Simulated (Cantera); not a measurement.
Mixture: 5.23 % CH4, 4.65 % H2, 18.3 % O2, 68.5 % N2, 3.35 % CO2, at 2.37 atm, adiabatic and at constant volume. Ignition delay is the time to a rise of 400 K.

Model: GRI-Mech 3.0 (53 species, 325 reactions), integrated in Cantera.

Predict: delay at 1173 K; delay at 1273 K; delay at 1373 K; delay at 1473 K; delay at 1573 K; apparent activation energy between 1473 and 1573 K.


| Item | Result |
|---|---|
| delay at 1173 K | 0.565 ms |
| delay at 1273 K | 0.244 ms |
| delay at 1373 K | 0.121 ms |
| delay at 1473 K | 66.0 µs |
| delay at 1573 K | 39.0 µs |
| apparent activation energy between 1473 and 1573 K | 100 kJ/mol |
